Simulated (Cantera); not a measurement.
Equilibrium for fluorocarbon and chlorocarbon gases: c-C₄F₈ + HCl + H₂

Charge: 1 mol c-C₄F₈, 1.1 mol HCl, 10 mol H₂, at 3175 °C and 6.40e-5 bar.

These are equilibrium values from Cantera (NASA tables, ideal gas, pure condensed phases), not measurements of a reactor. Candidate condensed phases: C, C₆H₆, C₇H₈, C₈H₁₈; 118 gas species. The feed counts by its element totals alone. Rates play no part.

```
Property                                   Result
--------------------------------------  ---------
x(H)                                        0.616
x(F)                                        0.232
x(C)                                        0.116
x(Cl)                                      0.0323
x(HF)                                     0.00265
x(C₂)                                    0.000440
x(CF)                                    0.000216
x(H₂)                                     8.85e-5
x(C₃)                                     1.43e-5
gas amount                              34.08 mol
log10 activity of C(graphite) (absent)      -2.44
```
